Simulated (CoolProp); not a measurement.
Vapour-liquid equilibrium of R143a (1) + isobutene (2) at 0.0886 MPa; x and y are mole fractions of (1).

Model: multi-fluid Helmholtz-energy mixture model, Lemmon and Jacobsen 2000 and Lemmon 2005; pair parameters Bell 2016, in CoolProp.

```json
[
 {"x": "0.05", "bubble temperature, mixture model (K)": "251.0", "bubble temperature, Raoult's law (K)": "258.2", "y, mixture model": "0.413", "y, Raoult's law": "0.213"},
 {"x": "0.125", "bubble temperature, mixture model (K)": "241.2", "bubble temperature, Raoult's law (K)": "252.5", "y, mixture model": "0.647", "y, Raoult's law": "0.434"},
 {"x": "0.2", "bubble temperature, mixture model (K)": "236.1", "bubble temperature, Raoult's law (K)": "247.8", "y, mixture model": "0.741", "y, Raoult's law": "0.581"},
 {"x": "0.275", "bubble temperature, mixture model (K)": "233.1", "bubble temperature, Raoult's law (K)": "243.8", "y, mixture model": "0.789", "y, Raoult's law": "0.685"},
 {"x": "0.35", "bubble temperature, mixture model (K)": "231.1", "bubble temperature, Raoult's law (K)": "240.4", "y, mixture model": "0.819", "y, Raoult's law": "0.760"},
 {"x": "0.425", "bubble temperature, mixture model (K)": "229.8", "bubble temperature, Raoult's law (K)": "237.5", "y, mixture model": "0.840", "y, Raoult's law": "0.817"},
 {"x": "0.5", "bubble temperature, mixture model (K)": "228.7", "bubble temperature, Raoult's law (K)": "234.9", "y, mixture model": "0.857", "y, Raoult's law": "0.861"},
 {"x": "0.575", "bubble temperature, mixture model (K)": "227.8", "bubble temperature, Raoult's law (K)": "232.6", "y, mixture model": "0.872", "y, Raoult's law": "0.895"},
 {"x": "0.65", "bubble temperature, mixture model (K)": "226.9", "bubble temperature, Raoult's law (K)": "230.6", "y, mixture model": "0.888", "y, Raoult's law": "0.923"},
 {"x": "0.725", "bubble temperature, mixture model (K)": "226.1", "bubble temperature, Raoult's law (K)": "228.7", "y, mixture model": "0.905", "y, Raoult's law": "0.945"},
 {"x": "0.8", "bubble temperature, mixture model (K)": "225.3", "bubble temperature, Raoult's law (K)": "227.0", "y, mixture model": "0.924", "y, Raoult's law": "0.964"},
 {"x": "0.875", "bubble temperature, mixture model (K)": "224.5", "bubble temperature, Raoult's law (K)": "225.5", "y, mixture model": "0.948", "y, Raoult's law": "0.979"},
 {"x": "0.95", "bubble temperature, mixture model (K)": "223.7", "bubble temperature, Raoult's law (K)": "224.0", "y, mixture model": "0.977", "y, Raoult's law": "0.992"}
]
```

The largest gap from Raoult's law is -11.7 K in bubble temperature, at x = 0.2. No azeotrope shows between x = 0.05 and 0.95.

The pair parameters rest on a limited set of measurements; away from them the model extrapolates. With so large a gap from Raoult's law the liquid may split in two, which this calculation doesn't test in full.
